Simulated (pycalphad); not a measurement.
## Phase fractions of Al-0.6694Mn-1.027Si (wt.%)

Computed with pycalphad from the COST 507 light-alloy database (1999), at 1 atm. The database dates from 1999; later assessments differ in places, in temperatures and in the compounds included. Phase fractions are per mole of atoms.

```
T (K)  liquid    fcc  ALMNSI_ALPHA  diamond (Si)
-----  ------  -----  ------------  ------------
950     1.000      -             -             -
900     0.071  0.919         0.010             -
850         -  0.984         0.016             -
800         -  0.982         0.018             -
750         -  0.980         0.019         0.002
700         -  0.977         0.019         0.004
650         -  0.975         0.019         0.006
600         -  0.974         0.019         0.007
550         -  0.974         0.019         0.007
500         -  0.974         0.019         0.008
```

Database names, with the compositions (at.%) that they take in these runs: ALMNSI_ALPHA: Al 70 Mn 17 Si 12.
